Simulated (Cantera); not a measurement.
Standard-state values (1 bar) from the NASA 1993 polynomials, evaluated with Cantera. Values are per mole of reaction as written; species without (g) are pure solids or liquids, kept so even where they would boil at 1 bar.

Task: Between 300 and 2075 K, where is each reaction favourable under standard conditions?
- 4 H(g) + TaO₂(g) ⇌ Ta + 2 H₂O(g)

Result: 
- 4 H(g) + TaO₂(g) ⇌ Ta + 2 H₂O(g): ΔG° is -1059 kJ at 300 K and -418 kJ at 2075 K; it stays negative (K > 1). ΔH° is -1196 kJ and ΔS° -375 J/K at 2075 K.
